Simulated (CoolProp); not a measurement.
Vapour-liquid equilibrium of benzene (1) + dimethyl carbonate (2) at 0.17 MPa; x and y are mole fractions of (1).

Model: multi-fluid Helmholtz-energy mixture model, Thol 2012 and Zhou 2011; pair parameters Bell 2016, in CoolProp.

```
x      bubble temperature (°C)  y at the bubble point  dew temperature at overall composition x (°C)  liquid density (mol/L)
-----  -----------------------  ---------------------  ---------------------------------------------  ----------------------
0.05                     106.1                  0.079                                          106.5                   10.52
0.125                    104.5                  0.184                                          105.4                   10.49
0.2                      103.2                  0.276                                          104.3                   10.46
0.275                    102.1                  0.358                                          103.3                   10.43
0.35                     101.2                  0.432                                          102.2                   10.40
0.425                    100.4                  0.501                                          101.3                   10.37
0.5                       99.7                  0.565                                          100.4                   10.34
0.575                     99.1                  0.628                                           99.6                   10.31
0.65                      98.6                  0.689                                           98.9                   10.28
0.725                     98.3                  0.750                                           98.4                   10.25
0.8                       98.0                  0.813                                           98.0                   10.22
0.875                     97.9                  0.879                                           97.9                   10.20
0.95                      97.8                  0.949                                           97.8                   10.17
```

y crosses x between x = 0.875 and 0.95: the model has an azeotrope there.

The pair parameters rest on a limited set of measurements; away from them the model extrapolates.
